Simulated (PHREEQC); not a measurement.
Model water analysis in mg/L, 68 °C, pH 5.58, pe 0.4:

```tsv
constituent	mg/L
Na	4.34
K	0.0802
Ca	6.18
Mg	0.446
Cl	7.98
S(6) as SO4	3.49
Alkalinity as HCO3	14.5
Br	0.0648
F	0.161
Zn	0.122
```

Valence states are taken as typed.

The numbers come from PHREEQC with the ion-association model, phreeqc.dat.

No solid was allowed to form.

Question: What specific conductance, charge-balance error does the model give?

Answer: specific conductance 134 µS/cm; charge-balance error -0.5 %.

Question: In which forms is C present?

Answer: CO2 84 %, HCO3- 16 % of the C.

Away from 25 °C the constants follow the database's enthalpies or fits; those with neither stay at their 25 °C values.
